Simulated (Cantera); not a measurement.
Charge: 1 mol MgO, 0.92 mol C, 0.049 mol CO, equilibrated at 100 Torr.

Method: chemical equilibrium by Gibbs-energy minimisation in Cantera with the NASA 1993 tables (ideal gas, pure condensed phases). Candidate condensed phases: C, Mg, MgCO3, MgO; 15 gas species. The numbers say what is thermodynamically allowed, not how fast it happens.

Task: Which condensed phases are stable at each of these points (T (K)): 1548, 1698, 1848, 1998, 2148, 2298, 2448?

Result: 
```
T (K)      condensed phases  Mg condensed (%)
-----  --------------------  ----------------
1548   C(graphite) + MgO(s)             100.0
1698   C(graphite) + MgO(s)              99.9
1848                 MgO(s)               8.0
1998                 MgO(s)               8.0
2148                 MgO(s)               8.0
2298                 MgO(s)               7.8
2448                 MgO(s)               7.3
```

From 1548 K to 1698 K the condensed part is C(graphite) + MgO(s). From 1848 K to 2448 K the condensed part is MgO(s).
